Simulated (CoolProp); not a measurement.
Diethyl ether at several states: fugacity coefficient from the reference equation and from simpler models built on Tc = 467.9 K, pc = 3717 kPa, ω = 0.282; each cubic takes its own stable root.

The numbers come from the reference Helmholtz-energy equation of state, Thol 2014 in CoolProp.

```csv
T (K),p (kPa),phase,reference,van der Waals,Redlich-Kwong,Soave-Redlich-Kwong,Peng-Robinson
290.3,145,liquid,0.3529,[?],0.7141,0.3507,[?]
369.7,1190,liquid,0.4528,0.8337,0.6092,0.4619,0.4522
360.4,40.5,gas,0.9907,0.9940,0.9923,0.9915,0.9910
502.1,954,gas,0.9329,0.9363,[?],0.9327,0.9243
284.9,181,liquid,0.2271,0.9546,0.4765,[?],[?]
```

Q: What belongs in the gaps?

A: 
- 290.3, van der Waals: 0.9651
- 290.3, Peng-Robinson: 0.3558
- 502.1, Redlich-Kwong: 0.9299
- 284.9, Soave-Redlich-Kwong: 0.2254
- 284.9, Peng-Robinson: 0.2295

At some of these states van der Waals gives the other phase, because its saturation line lies elsewhere.
